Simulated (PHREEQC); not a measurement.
Consider water at 20 °C with 1.1 mmol/kgw HCl, 73 mmol/kgw NiCl2 and 22 mmol/kgw KCl. Closed to the air; pH follows from the charge balance.

Model: ion-association model, wateq4f.dat, run in PHREEQC.

Each row changes one thing in this solution. This is a speciation only: nothing precipitates in the calculation.

```json
[
 {"case": "as made", "pH": "3.06", "ionic strength (mol/kgw)": "0.221", "Cl- (mol/kgw)": "0.158", "Ni+2 (mol/kgw)": "0.0636", "NiCl+ (mol/kgw)": "0.00733", "NiCl2 (mol/kgw)": "0.00209"},
 {"case": "HCl from 0.0011 to 0.011 mol/kgw", "pH": "2.06", "ionic strength (mol/kgw)": "0.230", "Cl- (mol/kgw)": "0.167", "Ni+2 (mol/kgw)": "0.0631", "NiCl+ (mol/kgw)": "0.00762", "NiCl2 (mol/kgw)": "0.00229"},
 {"case": "temperature from 20 to 80 °C", "pH": "3.07", "ionic strength (mol/kgw)": "0.224", "Cl- (mol/kgw)": "0.159", "Ni+2 (mol/kgw)": "…", "NiCl+ (mol/kgw)": "0.00644", "NiCl2 (mol/kgw)": "0.00171"},
 {"case": "KCl replaced by K2CO3 at the same molality", "pH": "…", "ionic strength (mol/kgw)": "0.185", "Cl- (mol/kgw)": "0.140", "Ni+2 (mol/kgw)": "0.0453", "NiCl+ (mol/kgw)": "…", "NiCl2 (mol/kgw)": "0.00127"},
 {"case": "KCl from 0.022 to 0.22 mol/kgw", "pH": "3.07", "ionic strength (mol/kgw)": "0.396", "Cl- (mol/kgw)": "0.342", "Ni+2 (mol/kgw)": "…", "NiCl+ (mol/kgw)": "0.0121", "NiCl2 (mol/kgw)": "0.00665"},
 {"case": "temperature from 20 to 10 °C", "pH": "3.06", "ionic strength (mol/kgw)": "0.221", "Cl- (mol/kgw)": "0.157", "Ni+2 (mol/kgw)": "0.0634", "NiCl+ (mol/kgw)": "0.00744", "NiCl2 (mol/kgw)": "…"}
]
```

### Question
Some entries are withheld; supply them.

### Answer

- temperature from 20 to 80 °C, Ni+2 (mol/kgw): 0.0649
- KCl replaced by K2CO3 at the same molality, pH: 7.26
- KCl replaced by K2CO3 at the same molality, NiCl+ (mol/kgw): 0.00485
- KCl from 0.022 to 0.22 mol/kgw, Ni+2 (mol/kgw): 0.0542
- temperature from 20 to 10 °C, NiCl2 (mol/kgw): 0.00215

Some of these states are supersaturated (in Ni(OH)2, for instance). In wateq4f.dat the enthalpy of Ni(OH)2 has the wrong sign, so its saturation index can't be trusted away from 25 °C. Constants without temperature data keep their 25 °C values here. The database's nickel carbonate constants are estimates that later reviews lower a good deal.
